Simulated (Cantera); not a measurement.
A freely propagating, adiabatic, planar premixed flame of 12.8 % CH4, 18.3 % O2, 68.8 % N2, unburnt at 623 K and 0.400 bar; mixture-averaged transport, grid criteria slope 0.08 and curve 0.16, no radiation.

Model: GRI-Mech 3.0 (53 species, 325 reactions), integrated in Cantera. Burning velocities carry a grid error of a few per cent, more on coarse grids.

x: mole fraction of selected species; z is measured from the peak of heat release.

```csv
z (mm),T (K),u (m/s),x CH4,x O2,x H,x NO,x CO,x H2
-2.80,623,1.09,0.128,0.183,<1e-8,<1e-8,5.40e-6,0.00285
-1.87,627,1.10,0.127,0.182,<1e-8,1.46e-8,8.80e-5,0.00828
-1.40,641,1.13,0.125,0.180,1.40e-7,7.63e-8,0.000444,0.0148
-0.934,729,1.31,0.116,0.172,6.07e-6,6.34e-7,0.00327,0.0272
-0.467,?,2.11,?,?,?,?,?,?
-0.234,1525,2.85,0.0440,0.0894,0.000992,1.08e-5,0.0469,0.0564
0,1863,3.53,0.0130,0.0427,0.00380,2.13e-5,0.0727,0.0615
0.234,2035,3.87,?,?,?,?,0.0836,0.0602
0.467,2089,3.97,0.000241,0.00516,0.00966,5.71e-5,0.0829,0.0582
0.934,2110,3.99,4.58e-6,0.00106,0.0107,8.25e-5,0.0779,0.0582
1.87,2120,4.01,1.52e-8,0.000571,0.0103,0.000101,0.0751,0.0593
3.74,2132,4.02,<1e-8,0.000458,0.00923,0.000108,0.0749,0.0596
7.47,2149,4.05,<1e-8,0.000325,0.00766,0.000111,0.0752,0.0598
```

Q: Fill in the missing entries.

A: 
- -0.467, T (K): 1147
- -0.467, x CH4: 0.0798
- -0.467, x O2: 0.133
- -0.467, x H: 0.000170
- -0.467, x NO: 4.88e-6
- -0.467, x CO: 0.0228
- -0.467, x H2: 0.0465
- 0.234, x CH4: 0.00200
- 0.234, x O2: 0.0153
- 0.234, x H: 0.00744
- 0.234, x NO: 3.83e-5
